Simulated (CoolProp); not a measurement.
The fluid at 298.15 K and 0.0181 MPa expands adiabatically to 0.00375 MPa with isentropic efficiency 0.7. The same conditions are run with several fluids, on thermodynamics alone (safety and materials aside).

The numbers come from the reference Helmholtz-energy equation of state of each fluid (tetrahydrofuran: Fiedler 2023; normal hydrogen: Leachman 2009; propylene: Lemmon 2013) in CoolProp.

```tsv
fluid	work (kJ/kg)	final temperature (K)	final phase	final density (kg/m³)
tetrahydrofuran	34.8	263.7	two-phase, vapour fraction 0.997	0.124
normal hydrogen	1090	221.1	gas	0.00411
propylene	58.3	257.9	gas	0.0737
```
